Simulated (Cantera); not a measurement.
Charge: 1 mol Si, 2.1 mol Cl₂, 14 mol H₂, at 1023 K and 0.133 bar.

Method: chemical equilibrium by Gibbs-energy minimisation in Cantera with the NASA 1993 tables (ideal gas, pure condensed phases). Candidate condensed phases: Si; 19 gas species. The tables' values for SiCl₃ are old estimates; treat these amounts as uncertain. The numbers say what is thermodynamically allowed, not how fast it happens.

Base state: H₂ 0.905, SiCl₄ 0.0511, HCl 0.0291, SiHCl₃ 0.0135, SiCl₃ 0.000900, SiH₂Cl₂ 0.000393, SiCl₂ 0.000335 (mole fractions); condensed: gas only.

Question: What changes in the equilibrium state with this change: H₂ from 14 to 0.67 mol?

Answer: 
```csv
species,before,after
SiCl₄,0.0511,0.552
H₂,0.905,0.310
HCl,0.0291,0.126
SiHCl₃,0.0135,0.0115
SiH₂Cl₂,0.000393,2.64e-5
SiCl₂,0.000335,6.59e-5
SiCl₃,0.000900,0.00131
```

Question: What changes in the equilibrium state with this change: Cl₂ from 2.1 to 2.8 mol?

Answer: 
```tsv
species	before	after
H₂	0.905	0.831
HCl	0.0291	0.106
SiCl₄	0.0511	0.0590
SiHCl₃	0.0135	0.00393
SiH₂Cl₂	0.000393	2.90e-5
SiCl₂	0.000335	2.69e-5
```

Question: What changes in the equilibrium state with this change: temperature from 1023 K to 1225 K?

Answer: 
| species | before | after |
|---|---|---|
| H₂ | 0.905 | 0.871 |
| HCl | 0.0291 | 0.0656 |
| SiCl₄ | 0.0511 | 0.0308 |
| SiCl₂ | 0.000335 | 0.0121 |
| SiHCl₃ | 0.0135 | 0.0128 |
| SiCl₃ | 0.000900 | 0.00686 |
| SiH₃Cl | 2.95e-6 | 1.08e-5 |
| Si(s), mol | 0 | 0.0285 |
